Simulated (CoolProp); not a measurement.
Saturation properties of normal hydrogen (Tc = 33.1 K, pc = 12.96 bar, ω = -0.219).

Values from CoolProp's reference Helmholtz-energy equation of state, Leachman 2009.

```
T (K)  p (bar)  enthalpy of vaporisation (kJ/kg)  vapour Z  liquid conductivity (mW/(m K))
-----  -------  --------------------------------  --------  ------------------------------
25.4     3.489                               ___    0.7882                             102
26.3       ___                             389.9       ___                             101
27.1       ___                             375.6    0.7359                             100
28       5.736                             356.7    0.7046                            98.7
28.8     6.593                             337.1    0.6742                            97.3
29.7     7.661                             310.9       ___                            95.4
30.5       ___                             282.5    0.5977                            93.4
31.4     10.01                             241.7    0.5462                            90.9
32.2     11.29                             190.7    0.4863                            89.7
```

Question: Complete the blanks.

Answer: 
- 25.4, enthalpy of vaporisation (kJ/kg): 403.7
- 26.3, p (bar): 4.180
- 26.3, vapour Z: 0.7615
- 27.1, p (bar): 4.869
- 29.7, vapour Z: 0.6362
- 30.5, p (bar): 8.710

It boils at 20.4 K under 1 atm.

Thermal conductivity comes from a separate model (Assael 2011).
